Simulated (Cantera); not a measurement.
Cantera with NASA thermochemical tables; ideal gases at 1 bar, condensed phases pure. Values are per mole of reaction as written; species without (g) are pure solids or liquids, kept so even where they would boil at 1 bar.

Between 300 and 575 K, where is each reaction favourable under standard conditions?
- 3 H₂(g) + N₂(g) → 2 NH₃(g)
- 4 Cr + N₂(g) → 2 Cr₂N


- 3 H₂(g) + N₂(g) → 2 NH₃(g): ΔG° is -32 kJ at 300 K and 26 kJ at 575 K; it changes sign between 450 and 475 K. ΔH° is -102 kJ and ΔS° -223 J/K at 575 K.
- 4 Cr + N₂(g) → 2 Cr₂N: ΔG° is -204 kJ at 300 K and -163 kJ at 575 K; it stays negative (K > 1). ΔH° is -247 kJ and ΔS° -146 J/K at 575 K.
